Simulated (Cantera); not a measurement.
Feed: 1 mol PbO, 17 mol CO, 12 mol H2, held at 700 °C and 4.50 mbar.

Method: chemical equilibrium by Gibbs-energy minimisation in Cantera with the NASA 1993 tables (ideal gas, pure condensed phases). Candidate condensed phases: C, C6H6, C7H8, C8H18, H2O, Pb, PbO, PbO2, Pb3O4; 113 gas species. Kinetics and transport are ignored.

Base state: CO 0.561, H2 0.402, CO2 0.0238, H2O 0.0106, Pb 0.00194 (mole fractions); condensed: Pb(l).

Q: What changes in the equilibrium state with this change: temperature from 700 °C to 600 °C?

A: 
```json
[
 {"species": "CO", "before": "0.561", "after": "0.559"},
 {"species": "H2", "before": "0.402", "after": "0.406"},
 {"species": "CO2", "before": "0.0238", "after": "0.0273"},
 {"species": "H2O", "before": "0.0106", "after": "0.00743"},
 {"species": "Pb", "before": "0.00194", "after": "0.000142"},
 {"species": "CH4", "before": "5.59e-6", "after": "0.000194"},
 {"species": "Pb(l), mol", "before": "0.944", "after": "0.996"}
]
```

Q: What changes in the equilibrium state with this change: 0.48 mol NH3 added?

A: 
```json
[
 {"species": "CO", "before": "0.561", "after": "0.544"},
 {"species": "H2", "before": "0.402", "after": "0.413"},
 {"species": "CO2", "before": "0.0238", "after": "0.0226"},
 {"species": "N2", "before": "0", "after": "0.00800"},
 {"species": "H2O", "before": "0.0106", "after": "0.0107"},
 {"species": "Pb", "before": "0.00194", "after": "0.00194"},
 {"species": "Pb(l), mol", "before": "0.944", "after": "0.942"}
]
```
